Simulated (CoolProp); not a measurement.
Vapour-liquid equilibrium of o-xylene (1) + n-nonane (2) at 180.35 °C; x and y are mole fractions of (1).

Values from CoolProp's multi-fluid Helmholtz-energy mixture model, Zhou 2012 and Lemmon 2006; pair parameters Bell 2016.

```tsv
x	bubble pressure (MPa)	y at the bubble point	dew pressure at overall composition x (MPa)	liquid density (mol/L)
0.05	0.2120	0.063	0.2113	4.610
0.15	0.2181	0.181	[?]	4.785
0.25	0.2236	0.291	0.2216	[?]
0.35	0.2285	0.393	0.2265	5.171
0.45	0.2327	0.489	0.2311	5.385
0.55	0.2362	[?]	0.2351	5.616
0.65	0.2388	0.671	0.2383	5.864
0.75	0.2406	0.760	0.2404	6.132
0.85	0.2414	0.852	0.2414	6.423
0.95	0.2413	0.949	0.2412	6.738
```

Question: Complete the blanks.

Answer: 
- 0.15, dew pressure at overall composition x (MPa): 0.2165
- 0.25, liquid density (mol/L): 4.971
- 0.55, y at the bubble point: 0.581

y crosses x between x = 0.85 and 0.95: the model has an azeotrope there.

The pair parameters rest on a limited set of measurements; away from them the model extrapolates.
